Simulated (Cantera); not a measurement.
Feed: 1 mol CO, 5.6 mol H2, held at 2600 °C and 12.0 bar.

Equilibrium computed with Cantera from the NASA thermochemical tables; the gas is ideal and each condensed phase is pure. Candidate condensed phases: C, C6H6, C7H8, C8H18, H2O; 110 gas species. Rates play no part.

Base state: H2 0.823, CO 0.149, H 0.0275, H2O 0.000284, C2H2 (acetylene) 0.000113, CH4 4.15e-5, CH3 2.28e-5 (mole fractions); condensed: gas only.

### Question
What changes in the equilibrium state with this change: CO replaced by C3H6?

### Answer
```
species             before     after
----------------  --------  --------
H2                   0.823     0.929
C2H2 (acetylene)  0.000113    0.0393
H                   0.0275    0.0292
CO                   0.149         0
H2O               0.000284         0
C4H2               6.44e-9  0.000693
C6H2                 <1e-9   1.29e-5
C3H4 (propyne)     1.68e-9   1.16e-5
C(graphite), mol         0      2.27
```
